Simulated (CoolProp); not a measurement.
Dodecamethylpentasiloxane (MD3M) at 318.37 K and 0.385 MPa is throttled through a valve to 0.14 MPa with no heat exchange. Each further row changes one setting.

Model: reference Helmholtz-energy equation of state, Thol 2019, in CoolProp.

```tsv
case	final density (kg/m³)
as stated	850
outlet pressure 0.042 MPa	850
outlet pressure 0.182 MPa	851
```
